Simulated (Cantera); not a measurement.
**Ignition delay**

Mixture: CH₄ : O₂ : N₂ = 1 : 1.33 : 5.01 (molar parts), equivalence ratio 1.5, at 750 Torr, adiabatic and at constant volume. Ignition delay is the time to a rise of 400 K.

Model: GRI-Mech 3.0 (53 species, 325 reactions), integrated in Cantera.

```json
[
 {"T0 (K)": "1025", "delay (ms)": "866"},
 {"T0 (K)": "1075", "delay (ms)": "372"},
 {"T0 (K)": "1125", "delay (ms)": "167"},
 {"T0 (K)": "1175", "delay (ms)": "78.1"},
 {"T0 (K)": "1225", "delay (ms)": "38.0"},
 {"T0 (K)": "1275", "delay (ms)": "19.1"},
 {"T0 (K)": "1325", "delay (ms)": "9.96"},
 {"T0 (K)": "1375", "delay (ms)": "5.35"}
]
```

```yaml
apparent activation energy between 1275 and 1375 K: 190 kJ/mol
```
